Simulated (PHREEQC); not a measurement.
A made-up water analysis in mg/kgw, 25 °C, pH 6.33:

```tsv
constituent	mg/kgw
Na	1830
K	41.2
Ca	676
Mg	26.8
Cl	3940
S(6) as SO4	53
Alkalinity as HCO3	2.32e-05
```

Cl is adjusted to close the charge balance.
Valence states are taken as typed.

Computed with PHREEQC (Pitzer model, pitzer.dat).

No solid was allowed to form.

Task: Estimate the specific conductance, density, osmotic coefficient.

Result: specific conductance 12000 µS/cm; density 1.002 g/cm³; osmotic coefficient 0.912.

Task: In which forms is C present?

Result: HCO3- 54 %, CO2 46 % of the C.

Species that the database lacks are ignored.
